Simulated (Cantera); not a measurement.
Catalytic combustion on Pt

An isothermal plug-flow reactor at 600 K and 101000 Pa (inlet), inlet velocity 0.69 m/s, active area per volume 130 1/m; feed 0.460 % H₂, 3.99 % O₂, 95.5 % N₂, equivalence ratio 0.058.

Cantera simulation using Deutschmann's 1995 Pt surface mechanism with GRI-Mech 3.0 gas chemistry; the numbers are that mechanism's predictions, not measurements. Catalytic surfaces can have several steady states; this one follows from the mechanism file's or the stated starting coverage. Mass transfer to the wall is taken as infinitely fast.

| z (m) | x H₂ | x O₂ | x H₂O | θ free Pt | θ O* | θ OH* |
|---|---|---|---|---|---|---|
| 0.00086 | 0.00240 | 0.0389 | 0.00221 | 0.101 | 0.892 | 0.00731 |
| 0.0015 | 0.00176 | 0.0385 | 0.00284 | 0.0749 | 0.918 | 0.00675 |
| 0.0027 | 0.00117 | 0.0383 | 0.00343 | 0.0502 | 0.944 | 0.00588 |
| 0.0048 | 0.000736 | 0.0381 | 0.00387 | 0.0318 | 0.963 | 0.00489 |
| 0.0086 | 0.000439 | 0.0379 | 0.00417 | 0.0191 | 0.977 | 0.00390 |
| 0.015 | 0.000261 | 0.0378 | 0.00435 | 0.0114 | 0.985 | 0.00307 |
| 0.027 | 0.000147 | 0.0378 | 0.00446 | 0.00662 | 0.991 | 0.00236 |
| 0.048 | 8.14e-5 | 0.0377 | 0.00453 | 0.00396 | 0.994 | 0.00184 |
| 0.086 | 4.23e-5 | 0.0377 | 0.00456 | 0.00252 | 0.996 | 0.00147 |
x: gas mole fraction; θ: surface coverage.
